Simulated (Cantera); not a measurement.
Input: 1 mol Si, 0.0054 mol H₂O, 4.4 mol H₂, equilibrated at 10.0 Torr.

Cantera equilibrium calculation (NASA polynomials, part measured and part estimated; ideal gas, pure solids and liquids). Candidate condensed phases: H₂O, Si, SiO₂; 18 gas species. Mutual solubility and eutectic melting of coexisting phases are not modelled. The tables hold silica as quartz up to 1696 K and as liquid above; real silica turns to tridymite and cristobalite and melts near 1996 K. The numbers say what is thermodynamically allowed, not how fast it happens.

Which condensed phases are stable at each of these points (T (K)): 1075, 1125, 1175, 1225, 1275, 1325, 1375, 1425?


| T (K) | condensed phases | Si condensed (%) |
|---|---|---|
| 1075 | Si(s) + SiO₂(β-quartz) | 100.0 |
| 1125 | Si(s) + SiO₂(β-quartz) | 100.0 |
| 1175 | Si(s) + SiO₂(β-quartz) | 100.0 |
| 1225 | Si(s) + SiO₂(β-quartz) | 100.0 |
| 1275 | Si(s) + SiO₂(β-quartz) | 99.9 |
| 1325 | Si(s) + SiO₂(β-quartz) | 99.5 |
| 1375 | Si(s) | 99.5 |
| 1425 | Si(s) | 99.5 |

From 1075 K to 1325 K the condensed part is Si(s) + SiO₂(β-quartz). From 1375 K to 1425 K the condensed part is Si(s).
